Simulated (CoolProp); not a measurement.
Vapour-liquid equilibrium of carbon dioxide (1) + n-perfluorobutane (2) at 282 K; x and y are mole fractions of (1).

The numbers come from the multi-fluid Helmholtz-energy mixture model, Span 1996 and Gao 2022; pair parameters Bell 2016 in CoolProp.

```csv
x,bubble pressure (kPa),y at the bubble point,dew pressure at overall composition x (kPa),liquid density (mol/L)
0.05,361.6,0.567,162.1,6.800
0.125,715.6,0.779,176.5,7.220
0.2,1085,0.851,193.6,7.678
0.275,1438,0.886,214.1,8.182
0.35,1756,0.905,239.3,8.738
0.425,2036,0.918,271.1,9.356
0.5,2284,0.927,312.3,10.05
0.575,2516,0.935,368.1,10.84
0.65,2750,0.943,448.1,11.75
0.725,3006,0.952,572.8,12.83
0.8,3302,0.962,795.1,14.13
0.875,3653,0.974,1304,15.77
0.95,4068,0.989,2953,17.91
```

No azeotrope shows between x = 0.05 and 0.95.

The pair parameters rest on a limited set of measurements; away from them the model extrapolates. The gap from Raoult's law changes sign with composition, which may be real or a fault of the pair parameters; it wasn't checked against measurements.
